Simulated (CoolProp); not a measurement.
Vapour-liquid equilibrium of cyclopropane (1) + R134a (2) at 0.513 MPa; x and y are mole fractions of (1).

The numbers come from the multi-fluid Helmholtz-energy mixture model, Polt 1992 and Tillner-Roth 1994; pair parameters Bell 2016 in CoolProp. This equation is an older, rougher fit; its heat capacities, sound speeds and derivatives of the liquid may be far off and weren't checked against measurements.

```tsv
x	bubble temperature, mixture model (°C)	bubble temperature, Raoult's law (°C)	y, mixture model	y, Raoult's law
0.05	13.4	16.4	___	0.056
0.125	10.0	16.1	0.265	0.138
0.2	7.6	15.8	0.359	0.219
0.275	6.1	15.5	0.426	0.298
0.35	___	15.2	0.475	0.376
0.425	4.5	15.0	0.514	0.453
0.5	4.2	14.7	___	0.529
0.575	4.1	14.4	0.575	0.603
0.65	4.2	14.1	0.606	0.676
0.725	4.6	13.8	0.642	0.748
0.8	5.3	13.5	0.690	0.818
0.875	___	13.3	___	0.888
0.95	9.6	13.0	0.877	0.955
```

Some entries are withheld; supply them.


- 0.05, y, mixture model: 0.127
- 0.35, bubble temperature, mixture model (°C): 5.1
- 0.5, y, mixture model: 0.546
- 0.875, bubble temperature, mixture model (°C): 6.8
- 0.875, y, mixture model: 0.761

The largest gap from Raoult's law is -10.5 K in bubble temperature, at x = 0.5. y crosses x between x = 0.575 and 0.65: the model has an azeotrope there.

Pair parameters are fitted to limited data, so mixtures are less certain than the pure fluids.
